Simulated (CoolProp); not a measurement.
Values from CoolProp's reference Helmholtz-energy equation of state, Thol 2017.

Q: For decamethyltetrasiloxane (MD2M), give the phase and the Z, isothermal compressibility (1/MPa), fugacity coefficient at 326.85 °C and 1.32 MPa.

A: 
- 326.85 °C and 1.32 MPa: supercritical; Z 0.199, isothermal compressibility 0.448, fugacity coefficient 0.605
